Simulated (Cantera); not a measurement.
Mixture: 17.6 % CH₄, 16.0 % O₂, 60.1 % N₂, 6.33 % H₂O, at 760 Torr, adiabatic and at constant pressure. Ignition delay is the time to a rise of 400 K.

Detailed kinetics in Cantera: GRI-Mech 3.0 (53 species, 325 reactions).

Task: Predict: delay at 1100 K; delay at 1150 K; delay at 1200 K; delay at 1250 K; delay at 1300 K; delay at 1350 K; delay at 1400 K; apparent activation energy between 1300 and 1400 K.

Result: 
| Item | Result |
|---|---|
| delay at 1100 K | 0.362 s |
| delay at 1150 K | 0.171 s |
| delay at 1200 K | 83.5 ms |
| delay at 1250 K | 42.2 ms |
| delay at 1300 K | 21.9 ms |
| delay at 1350 K | 11.6 ms |
| delay at 1400 K | 6.28 ms |
| apparent activation energy between 1300 and 1400 K | 190 kJ/mol |
